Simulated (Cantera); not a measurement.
Charge: 1 mol acetone, 1.4 mol CO₂, 64 mol H₂, equilibrated at 8600000 Pa.

Method: chemical equilibrium by Gibbs-energy minimisation in Cantera with the NASA 1993 tables (ideal gas, pure condensed phases). Candidate condensed phases: C, C₆H₆, C₇H₈, C₈H₁₈, H₂O; 110 gas species. The feed counts by its element totals alone. The ideal-gas law is rough above about 30 bar. Equilibrium is a limit: real reactors are often held back by kinetics, nucleation or transport.

x: gas mole fraction; nothing condenses.

```
T (°C)   x H₂   x CH₄    x H₂O      x CO     x CO₂       x H
------  -----  ------  -------  --------  --------  --------
327     0.869  0.0703   0.0607    <1e-12    <1e-12    <1e-12
427     0.869  0.0703   0.0607         ?         ?    <1e-12
527     0.869  0.0703   0.0607   2.79e-8   8.24e-9    <1e-12
627     0.869  0.0703   0.0607   1.16e-6   1.86e-7  1.18e-11
727     0.869  0.0703   0.0607   2.33e-5   2.33e-6  2.28e-10
827     0.869  0.0700   0.0604  0.000271   1.85e-5   2.60e-9
927     0.872  0.0679   0.0583   0.00197   9.60e-5   1.99e-8
1027    0.880       ?        ?         ?         ?         ?
1127    0.895  0.0467   0.0371    0.0203  0.000387   4.96e-7
1227    0.910  0.0332   0.0239    0.0322  0.000327   1.81e-6
1327    0.921  0.0234   0.0144    0.0409  0.000213   5.63e-6
1427    0.928  0.0172  0.00842    0.0464  0.000123   1.53e-5
```

Q: What belongs in the gaps?

A: 
- 1027, x CH₄: 0.0603
- 1027, x H₂O: 0.0506
- 1027, x CO: 0.00845
- 1027, x CO₂: 0.000276
- 1027, x H: 1.12e-7
- 427, x CO: 2.41e-10
- 427, x CO₂: 1.59e-10
